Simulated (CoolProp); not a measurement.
The fluid at 298.15 K and 4.71 MPa flows at 13 m/s in a round tube of 4.6 mm bore and 0.25 µm roughness, fully developed (64/Re and Nu = 3.66 if laminar; Colebrook and Gnielinski if turbulent). The same conditions are run with several fluids, on thermodynamics alone (safety and materials aside).

Values from CoolProp's reference Helmholtz-energy equation of state of each fluid (dry air: Lemmon 2000; normal hydrogen: Leachman 2009; CF4 (R14): Platzer 1990; nitrogen: Span 2000; C2F6 (R116): Lemmon 2006). The equations of Platzer and Polt are older, rougher fits. Blends and air are pseudo-pure fits.

```tsv
fluid	Reynolds number	Darcy friction factor	pressure drop (Pa/m)	heat-transfer coefficient (W/(m² K))	mass flow (kg/h)
dry air	172000	0.0165	16800	1790	43.2
normal hydrogen	24900	0.0247	1690	2470	2.90
CF4 (R14)	571000	0.0136	50500	3880	157
nitrogen	172000	0.0165	16200	1780	41.6
C2F6 (R116)	778000	0.0131	233000	21200	754
```

Transport values come from each fluid's own correlations; those of CF4 (R14), C2F6 (R116) are estimates that may be off by 10 % or more.
